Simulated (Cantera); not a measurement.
Silicon etching in halogen gases: Si + Br₂ + N₂

Charge: 1 mol Si, 4.5 mol Br₂, 0.12 mol N₂, held at 3.80 Pa.

Cantera equilibrium calculation (NASA polynomials, part measured and part estimated; ideal gas, pure solids and liquids). Candidate condensed phases: Br₂, Si, Si₃N₄; 13 gas species. The tables' values for SiBr₃ are old estimates; treat these amounts as uncertain. Kinetics and transport are ignored.

| T (°C) | x Br | x Br₂ | x SiBr₄ | x N₂ | x SiBr₃ | x SiBr₂ |
|---|---|---|---|---|---|---|
| 477 | 0.0152 | 0.678 | 0.274 | 0.0329 | 4.52e-10 | <1e-12 |
| 502 | 0.0251 | 0.669 | 0.273 | 0.0327 | 1.46e-9 | <1e-12 |
| 527 | 0.0399 | 0.657 | 0.271 | 0.0325 | 4.39e-9 | <1e-12 |
| 552 | 0.0613 | 0.639 | 0.268 | 0.0321 | 1.24e-8 | <1e-12 |
| 577 | 0.0913 | 0.613 | 0.264 | 0.0316 | 3.28e-8 | 3.91e-12 |
| 602 | 0.132 | 0.579 | 0.258 | 0.0310 | 8.25e-8 | 1.95e-11 |
| 627 | 0.184 | 0.535 | 0.251 | 0.0301 | 1.98e-7 | 9.02e-11 |
| 652 | 0.248 | 0.481 | 0.242 | 0.0290 | 4.55e-7 | 3.93e-10 |
| 677 | 0.323 | 0.417 | 0.232 | 0.0278 | 1.01e-6 | 1.63e-9 |
| 702 | 0.405 | 0.348 | 0.220 | 0.0264 | 2.19e-6 | 6.54e-9 |
| 727 | 0.489 | 0.277 | 0.209 | 0.0250 | 4.67e-6 | 2.57e-8 |
| 752 | 0.568 | 0.210 | 0.198 | 0.0237 | 9.83e-6 | 9.97e-8 |
| 777 | 0.637 | 0.152 | 0.188 | 0.0226 | 2.06e-5 | 3.85e-7 |
| 802 | 0.691 | 0.106 | 0.181 | 0.0217 | 4.32e-5 | 1.48e-6 |
x: gas mole fraction; nothing condenses.

From 477 °C to 802 °C nothing is condensed. The main Si-bearing gas is SiBr₄ throughout.
